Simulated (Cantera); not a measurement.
A Cantera script and its output.

```python
import numpy as np
import cantera as ct

gas = ct.Solution("gri30.yaml")
gas.TPX = 650, 150000, {'CO': 1, 'H2': 0.032, 'CH4': 0.069, 'O2': 1.19, 'N2': 4.47}
inlet = ct.Reservoir(gas, clone=True)
gas.equilibrate("HP")  # start burning
reactor = ct.IdealGasConstPressureReactor(gas, energy="on", clone=False)
exhaust = ct.Reservoir(gas, clone=True)
tau = [0.042, 0.018, 0.0077, 0.0033, 0.0014, 0.0006, 0.00026, 0.00011, 4.7e-05][0]
for a, b in ((inlet, reactor), (reactor, exhaust)):
    ct.MassFlowController(a, b, mdot=lambda t: reactor.mass / tau)
net = ct.ReactorNet([reactor])
show = ['CO', 'H2', 'CH4', 'OH', 'HCN']

rows = []
print(f"{'tau/s':>10s}{'T/K':>9s}" + "".join(f"{s:>11s}" for s in show))
for tau in [0.042, 0.018, 0.0077, 0.0033, 0.0014, 0.0006, 0.00026, 0.00011, 4.7e-05]:
    net.initial_time = 0.0
    net.advance(30 * tau)
    before = gas.X
    net.advance(40 * tau)
    drift = np.max(np.abs(gas.X - before) / (gas.X + 1e-9))
    rows.append([gas.T, *gas[show].X, drift])
    print(f"{tau:10.3e}{gas.T:9.1f}" + "".join(f"{x:11.3e}" for x in gas[show].X))
```

Result:

```
     tau/s      T/K         CO         H2        CH4         OH        HCN
 4.200e-02   2053.2  4.052e-03  1.196e-04  1.054e-06  1.881e-03  3.551e-09
 1.800e-02   2030.9  6.438e-03  1.897e-04  1.793e-06  2.317e-03  2.574e-09
 7.700e-03   1995.9  1.010e-02  2.995e-04  3.047e-06  2.810e-03  1.822e-09
 3.300e-03   1945.1  1.530e-02  4.566e-04  5.305e-06  3.285e-03  1.399e-09
 1.400e-03   1874.1  2.239e-02  6.653e-04  9.803e-06  3.644e-03  1.313e-09
 6.000e-04   1779.6  3.186e-02  9.053e-04  1.975e-05  3.733e-03  1.509e-09
 2.600e-04   1648.6  4.647e-02  1.132e-03  4.825e-05  3.333e-03  1.869e-09
 1.100e-04    650.0  1.479e-01  4.733e-03  1.021e-02  7.931e-17 -7.319e-23
 4.700e-05    650.0  1.479e-01  4.733e-03  1.021e-02  5.085e-17  3.986e-27
```

Model: GRI-Mech 3.0 (53 species, 325 reactions), integrated in Cantera.
